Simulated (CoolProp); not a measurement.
Cyclopropane along the isotherm 14.95 °C: Z from the reference equation and from simpler models built on Tc = 125.5 °C, pc = 5.605 MPa, ω = 0.131; each cubic takes its own stable root.

Computed with CoolProp (reference Helmholtz-energy equation of state, Polt 1992). This equation is an older, rougher fit; its heat capacities, sound speeds and derivatives of the liquid may be far off and weren't checked against measurements.

```csv
p (MPa),phase,reference
0.0885,gas,0.9840
0.138,gas,0.9748
0.215,gas,0.9602
0.334,gas,0.9368
0.52,gas,0.8974
0.81,liquid,0.02241
1.26,liquid,0.03482
1.96,liquid,0.05404
3.06,liquid,0.08410
4.76,liquid,0.1302
7.42,liquid,0.2015
11.5,liquid,0.3091
18,liquid,0.4768
```

How far does each simpler model (van der Waals, Redlich-Kwong, Soave-Redlich-Kwong, Peng-Robinson) lie from the reference over these 13 states: mean and median of the absolute difference, and the worst?


- van der Waals: mean 503.1 %, median 53.5 %, worst +3910.3 % at 14.95 °C and 0.81 MPa
- Redlich-Kwong: mean 6.3 %, median 8.7 %, worst +10.5 % at 14.95 °C and 0.81 MPa
- Soave-Redlich-Kwong: mean 5.2 %, median 7.4 %, worst +8.5 % at 14.95 °C and 0.81 MPa
- Peng-Robinson: mean 3.0 %, median 4.3 %, worst -4.9 % at 14.95 °C and 18 MPa

At some of these states van der Waals gives the other phase, because its saturation line lies elsewhere.
